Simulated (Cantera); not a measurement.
## Adiabatic ignition

An adiabatic, constant-volume homogeneous reactor starts with CO : H2 : CH4 : O2 : N2 : CO2 = 1 : 1.1 : 0.031 : 2.65 : 9.96 : 0.61 (molar parts), at 1075 K and 1.00 bar.

Detailed kinetics in Cantera: GRI-Mech 3.0 (53 species, 325 reactions).

| t (s) | T (K) | P (bar) | x CO | x H2 | x CH4 | x CH2O | x CH2 | x OH | x C2H2 |
|---|---|---|---|---|---|---|---|---|---|
| 1.00e-6 | 1075 | 1.00 | 0.0651 | 0.0717 | 0.00202 | <1e-12 | <1e-12 | 8.28e-12 | <1e-12 |
| 2.80e-6 | 1075 | 1.00 | 0.0651 | 0.0717 | 0.00202 | <1e-12 | <1e-12 | 3.79e-11 | <1e-12 |
| 7.82e-6 | 1075 | 1.00 | 0.0651 | 0.0717 | 0.00202 | <1e-12 | <1e-12 | 1.58e-10 | <1e-12 |
| 2.19e-5 | 1075 | 1.00 | 0.0651 | 0.0717 | 0.00202 | 1.94e-12 | <1e-12 | 1.08e-9 | <1e-12 |
| 6.11e-5 | 1075 | 1.00 | 0.0651 | 0.0717 | 0.00202 | 2.73e-10 | <1e-12 | 5.91e-8 | <1e-12 |
| 0.000171 | 1578 | 1.43 | 0.0515 | 0.00455 | 5.71e-8 | 8.38e-9 | 1.13e-10 | 0.00661 | <1e-12 |
| 0.000478 | 2279 | 1.99 | 0.00459 | 0.000543 | <1e-12 | 1.61e-12 | <1e-12 | 0.00559 | <1e-12 |
| 0.00134 | 2305 | 2.00 | 0.00290 | 0.000362 | <1e-12 | <1e-12 | <1e-12 | 0.00469 | <1e-12 |
| 0.00374 | 2304 | 2.00 | 0.00289 | 0.000361 | <1e-12 | <1e-12 | <1e-12 | 0.00468 | <1e-12 |
| 0.0105 | 2302 | 2.00 | 0.00286 | 0.000358 | <1e-12 | <1e-12 | <1e-12 | 0.00464 | <1e-12 |
| 0.0292 | 2297 | 2.00 | 0.00279 | 0.000351 | <1e-12 | <1e-12 | <1e-12 | 0.00455 | <1e-12 |
| 0.0818 | 2289 | 1.99 | 0.00269 | 0.000339 | <1e-12 | <1e-12 | <1e-12 | 0.00441 | <1e-12 |
| 0.229 | 2284 | 1.99 | 0.00262 | 0.000331 | <1e-12 | <1e-12 | <1e-12 | 0.00431 | <1e-12 |
| 0.639 | 2283 | 1.98 | 0.00261 | 0.000330 | <1e-12 | <1e-12 | <1e-12 | 0.00430 | <1e-12 |
| 1.79 | 2283 | 1.98 | 0.00261 | 0.000330 | <1e-12 | <1e-12 | <1e-12 | 0.00430 | <1e-12 |
| 5.00 | 2283 | 1.98 | 0.00261 | 0.000330 | <1e-12 | <1e-12 | <1e-12 | 0.00430 | <1e-12 |
x: mole fraction; the columns are a selection and need not sum to one.

| Item | Value |
|---|---|
| time of steepest temperature rise | 0.163 ms |
| temperature at 5.00 s | 2283 K |
| equilibrium temperature | 2283 K |
| x(CO) at 5.00 s | 0.00261 (gas-phase equilibrium 0.00261) |
| x(H2) at 5.00 s | 0.000330 (gas-phase equilibrium 0.000330) |
| x(CH4) at 5.00 s | <1e-12 (gas-phase equilibrium <1e-12) |
